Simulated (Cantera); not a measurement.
An adiabatic, constant-volume homogeneous reactor starts with 8.39 % C₂H₄, 16.8 % O₂, 63.1 % N₂, 11.7 % CO₂, at 1800 K and 353 Torr.

Computed with Cantera and GRI-Mech 3.0 (53 species, 325 reactions). GRI-Mech 3.0 was tuned for natural gas; its chemistry of ethylene as a main component is partial and can be far from experiment.

One state of this run: T (K) = 2911; P (bar) = 0.863; x C₂H₄ = <1e-12; x O₂ = 0.0149; x CO₂ = 0.0876; x H = 0.0186; x H₂O = 0.101. x: mole fraction; the columns are a selection and need not sum to one.

Q: Which value of t (s) does it belong to?
(A) 1.00e-6
(B) 2.15e-5
(C) 4.64e-6
(D) 0.000100

A: D, 0.000100
